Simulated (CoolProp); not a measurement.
A single-stage vapour-compression cycle with the fluid: evaporating at 252.15 K (dew point), condensing at 274.15 K (bubble point), superheat 8 K, subcooling 2 K, compressor efficiency 0.75, no pressure losses. The same conditions are run with several fluids, on thermodynamics alone (safety and materials aside).

The numbers come from the reference Helmholtz-energy equation of state of each fluid (nitrous oxide: Lemmon 2006; hydrogen sulfide: Lemmon 2006; R134a: Tillner-Roth 1994; fluoroethane (R161): Wu 2012; C2F6 (R116): Lemmon 2006; R410A: Lemmon 2003) in CoolProp. Blends and air are pseudo-pure fits.

```tsv
fluid	cooling COP	pressure ratio	discharge temperature (K)	refrigerating effect (kJ/kg)	volumetric capacity (kJ/m³)
nitrous oxide	7.02	1.84	308.7	___	10500
hydrogen sulfide	7.69	2.01	___	463	4120
R134a	7.95	2.39	293.9	194	1220
fluoroethane (R161)	7.90	2.20	303.8	374	1790
C2F6 (R116)	6.58	1.86	284.4	66.5	___
R410A	7.69	2.15	___	223	___
```

Problem. What belongs in the gaps?

Solution. 
- nitrous oxide, refrigerating effect (kJ/kg): 247
- hydrogen sulfide, discharge temperature (K): 323.5
- C2F6 (R116), volumetric capacity (kJ/m³): 5380
- R410A, discharge temperature (K): 301.8
- R410A, volumetric capacity (kJ/m³): 3160
